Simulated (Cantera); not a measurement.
What does this Cantera script print?

```python
import numpy as np
import cantera as ct

gas_names = [...]  # 136 gases of nasa_gas.yaml made of C, H, N, O
cond_names = """
    C(gr) C6H6(L) C7H8(L) C8H18(L),n-octa H2O(s) H2O(L)
""".split()


# ... load() reads the species with a 1 bar reference pressure and builds the phases ...
atoms = {
    'C3H6': {'C': 3, 'H': 6},
    'CO2': {'C': 1, 'O': 2},
    'N2': {'N': 2},
}
top_T = {'C(gr)': 4500}  # K; cautious upper limits of use, not melting points


# ... equilibrate(T, P, feed) seeds the gas with the atoms and calls Mixture.equilibrate('TP', solver="vcs", rtol=1e-11, max_steps=5000) ...
results = []
feed = {'C3H6': 1, 'CO2': 2.8, 'N2': 32}  # mol
P = 2500000  # Pa
for T in [873, 1073, 1273, 1473, 1673, 1873, 2073, 2273, 2473, 2673]:
    mix = equilibrate(T, P, feed)
    results.append((T, P, feed, dict(zip(mix.species_names, mix.species_moles))))
    x = sorted(zip(gas.X, gas.species_names), reverse=True)
    print(f"T = {T:g} K  P = {P:g} Pa  gas = {mix.phase_moles(0):.4g} mol")
    print("   x: " + "  ".join(f"{s} {v:.3e}" for v, s in x if v > 1e-06))
    print("   condensed (mol): " + ("  ".join(f"{mix.phase(i).name} {mix.phase_moles(i):.4g}"
          for i in range(1, mix.n_phases) if mix.phase_moles(i) > 1e-12) or "none"))
```

It prints:

```
T = 873 K  P = 2.5e+06 Pa  gas = 37.04 mol
   x: N2 8.638e-01  CO2 5.003e-02  H2O 3.784e-02  H2 2.680e-02  CO 1.328e-02  CH4 8.059e-03  NH3 1.546e-04
   condensed (mol): C(gr) 3.156
T = 1073 K  P = 2.5e+06 Pa  gas = 38.97 mol
   x: N2 8.211e-01  CO 8.186e-02  H2 5.516e-02  CO2 2.359e-02  H2O 1.467e-02  CH4 3.495e-03  NH3 1.086e-04  HCN 3.281e-06
   condensed (mol): C(gr) 1.555
T = 1273 K  P = 2.5e+06 Pa  gas = 40.32 mol
   x: N2 7.936e-01  CO 1.301e-01  H2 6.936e-02  CO2 3.042e-03  H2O 2.684e-03  CH4 1.130e-03  NH3 5.634e-05  HCN 3.746e-05
   condensed (mol): C(gr) 0.3838
T = 1473 K  P = 2.5e+06 Pa  gas = 40.55 mol
   x: N2 7.891e-01  CO 1.368e-01  H2 7.255e-02  H2O 5.197e-04  CO2 3.960e-04  CH4 3.863e-04  HCN 2.083e-04  NH3 2.920e-05  HNC 3.217e-06
   condensed (mol): C(gr) 0.2128
T = 1673 K  P = 2.5e+06 Pa  gas = 40.58 mol
   x: N2 7.881e-01  CO 1.377e-01  H2 7.303e-02  HCN 7.562e-04  CH4 1.619e-04  H2O 1.414e-04  CO2 8.060e-05  HNC 2.111e-05  NH3 1.700e-05  H 6.155e-06  C2H2,acetylene 4.161e-06
   condensed (mol): C(gr) 0.1705
T = 1873 K  P = 2.5e+06 Pa  gas = 40.59 mol
   x: N2 7.872e-01  CO 1.379e-01  H2 7.255e-02  HCN 2.065e-03  HNC 9.174e-05  CH4 8.023e-05  H2O 5.037e-05  H 3.477e-05  CO2 2.331e-05  C2H2,acetylene 2.264e-05  NH3 1.093e-05
   condensed (mol): C(gr) 0.1102
T = 2073 K  P = 2.5e+06 Pa  gas = 40.6 mol
   x: N2 7.858e-01  CO 1.379e-01  H2 7.124e-02  HCN 4.453e-03  HNC 2.875e-04  H 1.404e-04  C2H2,acetylene 8.171e-05  CH4 4.323e-05  H2O 2.249e-05  CO2 8.982e-06  NH3 7.527e-06  C2N2 2.593e-06  CH3 1.668e-06  CH3CN 1.087e-06
   condensed (mol): none
T = 2273 K  P = 2.5e+06 Pa  gas = 40.61 mol
   x: N2 7.856e-01  CO 1.379e-01  H2 7.113e-02  HCN 4.413e-03  H 4.481e-04  HNC 3.874e-04  C2H2,acetylene 6.510e-05  H2O 2.255e-05  CH4 1.407e-05  CO2 7.920e-06  NH3 5.667e-06  C2N2 3.310e-06  CH3 1.675e-06  CN 1.129e-06
   condensed (mol): none
T = 2473 K  P = 2.5e+06 Pa  gas = 40.62 mol
   x: N2 7.853e-01  CO 1.378e-01  H2 7.075e-02  HCN 4.336e-03  H 1.186e-03  HNC 4.920e-04  C2H2,acetylene 5.276e-05  H2O 2.279e-05  CO2 7.253e-06  CH4 5.457e-06  NH3 4.455e-06  CN 4.050e-06  C2N2 4.005e-06  CH3 1.656e-06
   condensed (mol): none
T = 2673 K  P = 2.5e+06 Pa  gas = 40.65 mol
   x: N2 7.847e-01  CO 1.377e-01  H2 6.994e-02  HCN 4.239e-03  H 2.711e-03  HNC 5.977e-04  C2H2,acetylene 4.349e-05  H2O 2.303e-05  CN 1.193e-05  CO2 6.809e-06  C2N2 4.678e-06  NH3 3.602e-06  CH4 2.415e-06  CH3 1.615e-06  HCO 1.053e-06
   condensed (mol): none
```

Equilibrium computed with Cantera from the NASA thermochemical tables; the gas is ideal and each condensed phase is pure.
